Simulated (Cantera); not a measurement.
Input: 1 mol NaOH, 0.16 mol H₂, 0.038 mol H₂O, equilibrated at 6.08 Torr.

Cantera equilibrium calculation (NASA polynomials, part measured and part estimated; ideal gas, pure solids and liquids). Candidate condensed phases: H₂O, Na, NaOH, NaO₂, Na₂O, Na₂O₂; 16 gas species. Equilibrium is a limit: real reactors are often held back by kinetics, nucleation or transport. All values below are at 1675 °C.

Base state: Na 0.462, H₂O 0.340, NaOH 0.116, O₂ 0.0679, OH 0.00731, H₂ 0.00280, NaO 0.00180, O 0.00129 (mole fractions); condensed: gas only.

What changes in the equilibrium state with this change: H₂O from 0.038 to 4.3 mol?


```tsv
species	before	after
H₂O	0.340	0.790
Na	0.462	0.129
NaOH	0.116	0.0372
H₂	0.00280	0.0113
O₂	0.0679	0.0223
NaO	0.00180	0.000287
H	0.000664	0.00134
NaH	1.58e-5	8.83e-6
O	0.00129	0.000738
```

What changes in the equilibrium state with this change: H₂O from 0.038 to 1.6 mol?


```tsv
species	before	after
H₂O	0.340	0.642
Na	0.462	0.235
NaOH	0.116	0.0688
O₂	0.0679	0.0356
NaO	0.00180	0.000662
H₂	0.00280	0.00729
H	0.000664	0.00107
O	0.00129	0.000931
NaH	1.58e-5	1.30e-5
```
